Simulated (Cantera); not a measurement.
Input (Python, Cantera) and output of one run.

```python
import numpy as np
import cantera as ct

gas_names = """
    C CH CH2 CH3 CH2OH CH3O CH4 CH3OH CO CO2 COOH C2 C2H CHCO,ketyl C2H2,acetylene C2H2,vinylidene
    CH2CO,ketene C2H3,vinyl CH3CO,acetyl C2H4 C2H4O,ethylen CH3CHO,ethanal CH3COOH (HCOOH)2 C2H5 C2H6
    CH3OCH3 C2H5OH C2O C3 C3H3,propargyl C3H4,allene C3H4,propyne C3H4,cyclo- C3H5,allyl C3H6,propylene
    C3H6,cyclo- C3H6O C3H7,n-propyl C3H7,i-propyl C3H8 C3H8O,1propanol C3H8O,2propanol C3O2 C4 C4H2
    C4H4,1,3-cyclo- C4H6,butadiene C4H6,2-butyne C4H6,cyclo- C4H8,1-butene C4H8,cis2-buten
    C4H8,tr2-butene C4H8,isobutene C4H8,cyclo- (CH3COOH)2 C4H9,n-butyl C4H9,i-butyl C4H9,s-butyl
    C4H9,t-butyl C4H10,isobutane C4H10,n-butane C5 C5H6,1,3cyclo- C5H8,cyclo- C5H10,1-pentene
    C5H10,cyclo- C5H11,pentyl C5H11,t-pentyl C5H12,n-pentane C5H12,i-pentane CH3C(CH3)2CH3 C6H2
    C6H5,phenyl C6H5O,phenoxy C6H6 C6H5OH,phenol C6H10,cyclo- C6H12,1-hexene C6H12,cyclo- C6H13,n-hexyl
    C7H7,benzyl C7H8 C7H8O,cresol C7H14,1-heptene C7H15,n-heptyl C7H16,n-heptane C8H8,styrene
    C8H10,ethylbenz C8H16,1-octene C8H17,n-octyl C8H18,isooctane C8H18,n-octane C9H19,n-nonyl
    C10H8,naphthale C10H21,n-decyl C12H9,o-bipheny C12H10,bipheny H HCO HO2 H2 HCHO,formaldehy HCOOH H2O
    H2O2 Mg MgH MgO MgOH MgO2H2 Mg2 O OH O2 O3
""".split()
cond_names = """
    C(gr) C6H6(L) C7H8(L) C8H18(L),n-octa H2O(s) H2O(L) Mg(cr) Mg(L) MgCO3(s) MgO(s) MgO(L) MgO2H2(s)
""".split()


def load(file, names, dense=False):
    # The tables refer to 1 bar. Condensed volumes are neglected.
    table = {s.name: s for s in ct.Species.list_from_file(file)}
    out = []
    for n in names:
        d = dict(table[n].input_data)
        d["thermo"] = dict(d["thermo"], **{"reference-pressure": 1e5})
        if dense:
            d["equation-of-state"] = {"model": "constant-volume", "density": "1e6 g/cm^3"}
        out.append(ct.Species.from_dict(d))
    return out


gas = ct.Solution(thermo="ideal-gas", species=load("nasa_gas.yaml", gas_names))
cond = {s.name: ct.Solution(thermo="fixed-stoichiometry", species=[s], name=s.name)
        for s in load("nasa_condensed.yaml", cond_names, dense=True)}
atoms = {
    'MgO': {'Mg': 1, 'O': 1},
    'CH4': {'C': 1, 'H': 4},
    'H2': {'H': 2},
    'CO': {'C': 1, 'O': 1},
}
top_T = {'C(gr)': 4500}  # K; cautious upper limits of use, not melting points


def equilibrate(T, P, feed):
    n = {}
    for name, mol in feed.items():
        for a, k in atoms[name].items():
            n[a] = n.get(a, 0.0) + k * mol
    gas.TPX = T, P, n
    mass = sum(n.values()) * gas.mean_molecular_weight
    gas.equilibrate("TP")
    valid = [c for c in cond.values() if c.min_temp <= T <= top_T.get(c.name, c.max_temp)]
    mix = ct.Mixture([(gas, mass / gas.mean_molecular_weight)] + [(c, 0.0) for c in valid])
    mix.T, mix.P = T, P
    mix.equilibrate("TP", solver="vcs", rtol=1e-11, max_steps=5000)
    return mix


results = []
feed = {'MgO': 1, 'CH4': 2.8, 'H2': 0.46, 'CO': 1.9}  # mol
T = 1750  # K
P = 80  # Pa
mix = equilibrate(T, P, feed)
results.append((T, P, feed, dict(zip(mix.species_names, mix.species_moles))))
x = sorted(zip(gas.X, gas.species_names), reverse=True)
print(f"T = {T:g} K  P = {P:g} Pa  gas = {mix.phase_moles(0):.4g} mol")
print("   x: " + "  ".join(f"{s} {v:.3e}" for v, s in x if v > 0.0001))
print("   condensed (mol): " + ("  ".join(f"{mix.phase(i).name} {mix.phase_moles(i):.4g}"
      for i in range(1, mix.n_phases) if mix.phase_moles(i) > 1e-12) or "none"))
```

Output:

```
T = 1750 K  P = 80 Pa  gas = 9.992 mol
   x: H2 6.032e-01  CO 2.902e-01  Mg 1.001e-01  H 6.386e-03
   condensed (mol): C(gr) 1.799
```

These are equilibrium values from Cantera (NASA tables, ideal gas, pure condensed phases), not measurements of a reactor. The tables' values for MgH are old estimates; treat these amounts as uncertain.
